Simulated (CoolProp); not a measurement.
Vapour-liquid equilibrium of benzene (1) + octamethylcyclotetrasiloxane (D4) (2) at 62.05 °C; x and y are mole fractions of (1).

Computed with CoolProp (multi-fluid Helmholtz-energy mixture model, Thol 2012 and Thol 2015; pair parameters Bell 2016).

```tsv
x	bubble pressure (MPa)	y at the bubble point	dew pressure at overall composition x (MPa)	liquid density (mol/L)
0.05	0.003859	0.645	0.001512	3.194
0.15	0.009463	0.871	0.001684	3.489
0.25	0.01546	0.930	0.001900	3.830
0.35	0.02132	0.956	0.002179	4.231
0.45	0.02681	0.970	0.002556	4.709
0.55	0.03196	0.979	0.003090	5.287
0.65	0.03698	0.985	0.003908	6.001
0.75	0.04210	0.991	0.005317	6.902
0.85	0.04754	0.995	0.008338	8.073
0.95	0.05329	0.999	0.01957	9.654
```

No azeotrope shows between x = 0.05 and 0.95.

The pair parameters rest on a limited set of measurements; away from them the model extrapolates. The gap from Raoult's law changes sign with composition, which may be real or a fault of the pair parameters; it wasn't checked against measurements.
